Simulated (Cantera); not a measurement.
An adiabatic, constant-volume homogeneous reactor starts with CH4 : C2H6 : O2 : N2 : H2O = 1 : 0.073 : 0.902 : 3.25 : 0.021 (molar parts), at 1625 K and 1.01 bar.

Cantera simulation using GRI-Mech 3.0 (53 species, 325 reactions); the numbers are that mechanism's predictions, not measurements.

Question: Predict: time of steepest temperature rise; temperature at 0.200 s; equilibrium temperature; x(O2) at 0.200 s; x(H2O) at 0.200 s; x(H2) at 0.200 s.

Answer: 
* **time of steepest temperature rise**: 0.147 ms
* **temperature at 0.200 s**: 2635 K
* **equilibrium temperature**: 2635 K
* **x(O2) at 0.200 s**: 8.66e-6 (gas-phase equilibrium 8.66e-6)
* **x(H2O) at 0.200 s**: 0.0904 (gas-phase equilibrium 0.0904)
* **x(H2) at 0.200 s**: 0.236 (gas-phase equilibrium 0.236)
